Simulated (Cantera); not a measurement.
An isothermal, constant-pressure homogeneous reactor starts with H2 : O2 = 0.091 : 0.11 (molar parts), at 1123 K and 2670 Pa.

Detailed kinetics in Cantera: GRI-Mech 3.0 (53 species, 325 reactions). Radical loss at walls, strong at low pressure, is not modelled. The temperature is held fixed by assumption; the heat of reaction is taken as removed at once.

One state of this run: x H2 = 1.60e-6; x O2 = 0.415; x HO2 = 1.02e-7; x H2O2 = 5.09e-8; x H = 3.63e-8. x: mole fraction; the columns are a selection and need not sum to one.

Which value of t (s) does it belong to?
A) 3.15
B) 0.312
C) 3.02e-5
D) 9.53e-6

B, 0.312
